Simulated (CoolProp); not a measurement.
Vapour-liquid equilibrium of carbon dioxide (1) + propane (2) at 244.1 K; x and y are mole fractions of (1).

Model: multi-fluid Helmholtz-energy mixture model, Span 1996 and Lemmon 2009; pair parameters Kunz 2012, in CoolProp.

```tsv
x	bubble pressure (MPa)	y at the bubble point	dew pressure at overall composition x (MPa)	liquid density (mol/L)
0.05	0.3010	0.430	0.1833	13.09
0.15	0.5539	0.704	0.2045	13.66
0.25	0.7767	0.800	0.2311	14.27
0.35	0.9509	0.845	0.2655	14.95
0.45	1.077	0.871	0.3116	15.72
0.55	1.166	0.889	0.3767	16.62
0.65	1.235	0.903	0.4756	17.70
0.75	1.298	0.918	0.6430	19.03
0.85	1.364	0.939	0.9718	20.74
0.95	1.437	0.974	1.390	22.97
```

No azeotrope shows between x = 0.05 and 0.95.

The pair parameters rest on a limited set of measurements; away from them the model extrapolates. With so large a gap from Raoult's law the liquid may split in two, which this calculation doesn't test in full.
